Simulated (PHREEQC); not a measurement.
Make-up at 25 °C: 0.0009 mol HF, 0.00085 mol NH4HF2 and 0.0125 mol (NH4)2SiF6 per kg of water. Closed to the air; pH follows from the charge balance.

Computed with PHREEQC (ion-association model, phreeqc.dat).

Precipitation was switched off in this run.

**Question.** Order these F species by the share of F that they hold, largest first: SiF6-2, F-, HF.

**Answer.** SiF6-2 (94 %), F- (2.9 %), HF (2.7 %)

The pH is 3.13 and the ionic strength 0.0389 mol/kgw. The solution is supersaturated, for example in Quartz (slow to form), so a real one may precipitate; this is no full list. Complexes and solids missing from the database can't appear. SiF6-2 is the database's only silicon fluoride.
